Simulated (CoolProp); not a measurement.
Vapour-liquid equilibrium of dimethyl ether (1) + methanol (2) at 0.0297 MPa; x and y are mole fractions of (1).

The numbers come from the multi-fluid Helmholtz-energy mixture model, Wu 2011 and de Reuck 1993; pair parameters Bell 2016 in CoolProp.

**Question.** Give the bubble temperature and the first vapour's composition at x = 0.35, 0.725, 0.875. Is there an azeotrope?

**Answer.** x = 0.35: 233.1 K, y = 0.994; x = 0.725: 227.3 K, y = 0.997; x = 0.875: 225.4 K, y = 0.998. No azeotrope shows between x = 0.05 and 0.95.

The pair parameters rest on a limited set of measurements; away from them the model extrapolates. With so large a gap from Raoult's law the liquid may split in two, which this calculation doesn't test in full.
